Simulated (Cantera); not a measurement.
A Cantera script and its output.

```python
import numpy as np
import cantera as ct

gas = ct.Solution("gri30.yaml")
gas.TPX = 1050, 59000, {'CH4': 1, 'C2H6': 0.21, 'O2': 6.08, 'N2': 57.7, 'H2O': 7.4}
reactor = ct.IdealGasReactor(gas, energy="on", clone=False)
net = ct.ReactorNet([reactor])
net.rtol, net.atol = 1e-08, 1e-16
show = ['CH4', 'C2H6', 'O2', 'HCN', 'H2O2', 'NO2']
times = np.geomspace(1e-06, 0.2, 14)

steps = ct.SolutionArray(gas, extra=["t"])
rows = []
print(f"{'t/s':>10s}{'T/K':>9s}{'P/Pa':>11s}" + "".join(f"{s:>11s}" for s in show))
for t in times:
    while net.time < t:
        t_next = net.step()
        steps.append(gas.state, t=t_next)
    rows.append([np.interp(t, steps.t, y) for y in (steps.T, steps.P, *steps(*show).X.T)])
    print(f"{t:10.3e}{rows[-1][0]:9.1f}{rows[-1][1]:11.4g}" + "".join(f"{x:11.3e}" for x in rows[-1][2:]))
rate = np.gradient(steps.T, steps.t)
print("integrator steps:", len(steps.t))
if steps.T.max() > steps.T[0] + 200:
    print(f"time of steepest temperature rise: {steps.t[rate.argmax()]:.4e} s")
gas.TPX = 1050, 59000, {'CH4': 1, 'C2H6': 0.21, 'O2': 6.08, 'N2': 57.7, 'H2O': 7.4}
gas.equilibrate("UV")
print(f"equilibrium (UV): T = {gas.T:.1f} K  " + "  ".join(f"{s} {gas[s].X[0]:.3e}" for s in show))
```

Result:

```
       t/s      T/K       P/Pa        CH4       C2H6         O2        HCN       H2O2        NO2
 1.000e-06   1050.0    5.9e+04  1.381e-02  2.901e-03  8.399e-02  3.691e-31  7.806e-18  2.292e-39
 2.557e-06   1050.0    5.9e+04  1.381e-02  2.901e-03  8.399e-02  2.301e-30  4.769e-17  5.964e-38
 6.539e-06   1050.0    5.9e+04  1.381e-02  2.901e-03  8.399e-02  1.510e-29  3.110e-16  3.034e-36
 1.672e-05   1050.0    5.9e+04  1.381e-02  2.901e-03  8.399e-02  9.787e-29  2.036e-15  1.734e-34
 4.276e-05   1050.0    5.9e+04  1.381e-02  2.901e-03  8.399e-02  6.404e-28  1.398e-14  1.096e-32
 1.094e-04   1050.0    5.9e+04  1.381e-02  2.901e-03  8.399e-02  4.188e-27  1.062e-13  7.234e-31
 2.797e-04   1050.0    5.9e+04  1.381e-02  2.901e-03  8.399e-02  2.745e-26  9.636e-13  5.351e-29
 7.152e-04   1050.0    5.9e+04  1.381e-02  2.901e-03  8.399e-02  1.795e-25  1.051e-11  4.274e-27
 1.829e-03   1050.0    5.9e+04  1.381e-02  2.901e-03  8.399e-02  1.181e-24  1.272e-10  3.697e-25
 4.677e-03   1050.0    5.9e+04  1.381e-02  2.901e-03  8.399e-02  8.036e-24  1.461e-09  3.119e-23
 1.196e-02   1050.0    5.9e+04  1.381e-02  2.900e-03  8.399e-02  7.201e-23  1.451e-08  2.712e-21
 3.058e-02   1050.0    5.9e+04  1.381e-02  2.895e-03  8.398e-02  7.632e-21  2.054e-07  7.035e-19
 7.821e-02   1593.7  8.969e+04  5.014e-24  1.638e-41  4.609e-02  1.463e-13  1.488e-08  1.119e-09
 2.000e-01   1594.0   8.97e+04  8.675e-25  2.438e-44  4.611e-02  5.381e-16  9.767e-09  1.131e-09
integrator steps: 1884
time of steepest temperature rise: 6.8082e-02 s
equilibrium (UV): T = 1591.3 K  CH4 1.075e-27  C2H6 1.335e-51  O2 4.567e-02  HCN 2.037e-19  H2O2 9.577e-09  NO2 1.591e-06
```

Computed with Cantera and GRI-Mech 3.0 (53 species, 325 reactions).
